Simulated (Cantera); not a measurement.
**LiCl + HCl + H₂ (halide evaporation, hydrolysis and transport)**

A closed system holds: 1 mol LiCl, 1.4 mol HCl, 52 mol H₂, held at 1473 K and 13.3 mbar.

Method: chemical equilibrium by Gibbs-energy minimisation in Cantera with the NASA 1993 tables (ideal gas, pure condensed phases). Candidate condensed phases: Li, LiCl, LiH; 11 gas species. Equilibrium is a limit: real reactors are often held back by kinetics, nucleation or transport.

| Property | Value |
|---|---|
| x(H₂) | 0.956 |
| x(HCl) | 0.0257 |
| x(LiCl) | 0.0184 |
| x(H) | 0.000107 |
| x(Li₂Cl₂) | 1.36e-5 |
| x(Cl) | 2.34e-6 |
| gas amount | 54.40 mol |
| log10 activity of Li(l) (absent) | -7.45 |
